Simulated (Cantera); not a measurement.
## Equilibrium for aluminium nitride and oxide growth: AlCl3 + HCl + N2

Charge: 1 mol AlCl3, 1.7 mol HCl, 13 mol N2, held at 0.133 bar.

Method: chemical equilibrium by Gibbs-energy minimisation in Cantera with the NASA 1993 tables (ideal gas, pure condensed phases). Candidate condensed phases: Al, AlCl3, AlN, NH4Cl; 20 gas species. The tables' values for AlCl2 are old estimates; treat these amounts as uncertain. Kinetics and transport are ignored.

| T (°C) | log p N2 | log p HCl | log p AlCl3 | log p Cl | log p AlCl2 |
|---|---|---|---|---|---|
| 1427 | -0.96 | -1.84 | -2.08 | -3.69 | -4.16 |
| 1477 | -0.96 | -1.85 | -2.08 | -3.54 | -3.94 |
| 1527 | -0.96 | -1.85 | -2.08 | -3.40 | -3.74 |
| 1577 | -0.96 | -1.85 | -2.09 | -3.26 | -3.56 |
| 1627 | -0.96 | -1.85 | -2.10 | -3.12 | -3.39 |
| 1677 | -0.96 | -1.85 | -2.11 | -2.98 | -3.24 |
| 1727 | -0.96 | -1.85 | -2.13 | -2.85 | -3.11 |
| 1777 | -0.96 | -1.86 | -2.15 | -2.73 | -2.99 |
| 1827 | -0.96 | -1.86 | -2.18 | -2.60 | -2.88 |
| 1877 | -0.97 | -1.86 | -2.22 | -2.49 | -2.79 |
log p: log10 of the partial pressure in bar; nothing condenses.

From 1427 °C to 1877 °C nothing is condensed. The main Al-bearing gas is AlCl3 throughout.
